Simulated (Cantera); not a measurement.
Adiabatic ignition

An adiabatic, constant-pressure homogeneous reactor starts with CH4 : H2 : O2 : N2 : CO2 = 1 : 0.82 : 7.53 : 49 : 9.5 (molar parts), equivalence ratio 0.32, at 1175 K and 4.93 atm.

Cantera simulation using GRI-Mech 3.0 (53 species, 325 reactions); the numbers are that mechanism's predictions, not measurements.

```json
[
 {"t (s)": "2.00e-6", "T (K)": "1175", "x CH4": "0.0147", "x H2": "0.0121", "x O2": "0.111", "x CH2": "<1e-12", "x C2H": "<1e-12", "x C2H6": "<1e-12", "x C2H2": "<1e-12"},
 {"t (s)": "4.43e-6", "T (K)": "1175", "x CH4": "0.0147", "x H2": "0.0121", "x O2": "0.111", "x CH2": "<1e-12", "x C2H": "<1e-12", "x C2H6": "<1e-12", "x C2H2": "<1e-12"},
 {"t (s)": "9.80e-6", "T (K)": "1175", "x CH4": "0.0147", "x H2": "0.0121", "x O2": "0.111", "x CH2": "<1e-12", "x C2H": "<1e-12", "x C2H6": "<1e-12", "x C2H2": "<1e-12"},
 {"t (s)": "2.17e-5", "T (K)": "1175", "x CH4": "0.0147", "x H2": "0.0121", "x O2": "0.111", "x CH2": "<1e-12", "x C2H": "<1e-12", "x C2H6": "<1e-12", "x C2H2": "<1e-12"},
 {"t (s)": "4.80e-5", "T (K)": "1175", "x CH4": "0.0147", "x H2": "0.0121", "x O2": "0.111", "x CH2": "<1e-12", "x C2H": "<1e-12", "x C2H6": "5.96e-12", "x C2H2": "<1e-12"},
 {"t (s)": "0.000106", "T (K)": "1175", "x CH4": "0.0147", "x H2": "0.0121", "x O2": "0.111", "x CH2": "<1e-12", "x C2H": "<1e-12", "x C2H6": "9.79e-11", "x C2H2": "<1e-12"},
 {"t (s)": "0.000235", "T (K)": "1175", "x CH4": "0.0147", "x H2": "0.0121", "x O2": "0.111", "x CH2": "<1e-12", "x C2H": "<1e-12", "x C2H6": "3.20e-9", "x C2H2": "<1e-12"},
 {"t (s)": "0.000521", "T (K)": "1175", "x CH4": "0.0147", "x H2": "0.0120", "x O2": "0.111", "x CH2": "2.55e-10", "x C2H": "<1e-12", "x C2H6": "4.53e-6", "x C2H2": "5.91e-12"},
 {"t (s)": "0.00115", "T (K)": "1425", "x CH4": "0.00102", "x H2": "0.00325", "x O2": "0.0851", "x CH2": "3.41e-7", "x C2H": "1.94e-10", "x C2H6": "5.41e-6", "x C2H2": "1.98e-6"},
 {"t (s)": "0.00255", "T (K)": "1560", "x CH4": "<1e-12", "x H2": "3.13e-6", "x O2": "0.0760", "x CH2": "<1e-12", "x C2H": "<1e-12", "x C2H6": "<1e-12", "x C2H2": "<1e-12"},
 {"t (s)": "0.00565", "T (K)": "1562", "x CH4": "<1e-12", "x H2": "4.77e-7", "x O2": "0.0759", "x CH2": "<1e-12", "x C2H": "<1e-12", "x C2H6": "<1e-12", "x C2H2": "<1e-12"},
 {"t (s)": "0.0125", "T (K)": "1562", "x CH4": "<1e-12", "x H2": "2.90e-7", "x O2": "0.0759", "x CH2": "<1e-12", "x C2H": "<1e-12", "x C2H6": "<1e-12", "x C2H2": "<1e-12"},
 {"t (s)": "0.0277", "T (K)": "1562", "x CH4": "<1e-12", "x H2": "2.86e-7", "x O2": "0.0759", "x CH2": "<1e-12", "x C2H": "<1e-12", "x C2H6": "<1e-12", "x C2H2": "<1e-12"},
 {"t (s)": "0.0612", "T (K)": "1562", "x CH4": "<1e-12", "x H2": "2.86e-7", "x O2": "0.0759", "x CH2": "<1e-12", "x C2H": "<1e-12", "x C2H6": "<1e-12", "x C2H2": "<1e-12"},
 {"t (s)": "0.136", "T (K)": "1562", "x CH4": "<1e-12", "x H2": "2.86e-7", "x O2": "0.0759", "x CH2": "<1e-12", "x C2H": "<1e-12", "x C2H6": "<1e-12", "x C2H2": "<1e-12"},
 {"t (s)": "0.300", "T (K)": "1562", "x CH4": "<1e-12", "x H2": "2.86e-7", "x O2": "0.0759", "x CH2": "<1e-12", "x C2H": "<1e-12", "x C2H6": "<1e-12", "x C2H2": "<1e-12"}
]
```
x: mole fraction; the columns are a selection and need not sum to one.

| Property | Result |
|---|---|
| time of steepest temperature rise | 1.15 ms |
| temperature at 0.300 s | 1562 K |
| equilibrium temperature | 1560 K |
| x(CH4) at 0.300 s | <1e-12 (gas-phase equilibrium <1e-12) |
| x(H2) at 0.300 s | 2.86e-7 (gas-phase equilibrium 2.79e-7) |
| x(O2) at 0.300 s | 0.0759 (gas-phase equilibrium 0.0754) |
